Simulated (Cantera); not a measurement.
Charge: 1 mol c-C4F8, 1.9 mol H2, held at 1725 K and 3.10 Pa.

Equilibrium computed with Cantera from the NASA thermochemical tables; the gas is ideal and each condensed phase is pure. Candidate condensed phases: C, C6H6, C7H8, C8H18; 95 gas species. The feed counts by its element totals alone. Gases not in the tables: C2F6 and larger saturated fluorocarbons. Equilibrium is a limit: real reactors are often held back by kinetics, nucleation or transport.

Base state: HF 0.714, CF4 0.149, F 0.0810, CF2 0.0545, CF3 0.00108, CF 7.69e-5 (mole fractions); condensed: C(graphite).

Q: What changes in the equilibrium state with this change: temperature from 1725 K to 3373 K?

A: 
```
species            before    after
----------------  -------  -------
F                  0.0810    0.506
C                 1.01e-9    0.250
H                 1.11e-6    0.240
HF                  0.714  0.00173
CF4                 0.149    <1e-9
CF2                0.0545  6.08e-8
C2                  <1e-9  0.00159
CF3               0.00108    <1e-9
C3                  <1e-9  9.50e-5
C(graphite), mol     2.91        0
```
